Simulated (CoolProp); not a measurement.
Properties of C2F6 (R116) along the isotherm 238.2 K (Tc = 293.0 K, pc = 30.48 bar, ω = 0.257).

Model: reference Helmholtz-energy equation of state, Lemmon 2006, in CoolProp. It is a short technical equation, of lower accuracy than the large ones.

| p (bar) | phase | cp (kJ/(kg K)) | speed of sound (m/s) | Joule-Thomson coefficient (K/MPa) | viscosity (µPa s) | conductivity (mW/(m K)) |
|---|---|---|---|---|---|---|
| 33.9 | liquid | 1.055 | 406.3 | -0.06595 | 222 | 61.5 |
| 67.7 | liquid | 1.027 | 438.3 | -0.1407 | 243 | 64.1 |
| 102 | liquid | 1.007 | 466.4 | -0.1939 | 264 | [?] |
| 135 | liquid | 0.9934 | 490.6 | -0.2321 | 284 | 68.4 |
| 169 | liquid | 0.9821 | [?] | -0.2628 | 304 | 70.3 |
| 203 | liquid | [?] | 534.1 | [?] | 324 | 72.0 |
| 237 | liquid | 0.9658 | 553.5 | -0.3075 | 345 | 73.6 |
| 271 | liquid | 0.9596 | 571.7 | -0.3243 | 365 | 75.1 |
| 305 | liquid | 0.9544 | 588.9 | [?] | [?] | 76.5 |

Task: Complete the blanks.

Result: 
- 102, conductivity (mW/(m K)): 66.4
- 169, speed of sound (m/s): 513.2
- 203, cp (kJ/(kg K)): 0.9732
- 203, Joule-Thomson coefficient (K/MPa): -0.2874
- 305, Joule-Thomson coefficient (K/MPa): -0.3385
- 305, viscosity (µPa s): 386

Viscosity comes from a separate model (Huber 2003), an estimate that may be off by 10 % or more. Thermal conductivity comes from a separate model (Huber 2003), an estimate that may be off by 10 % or more.
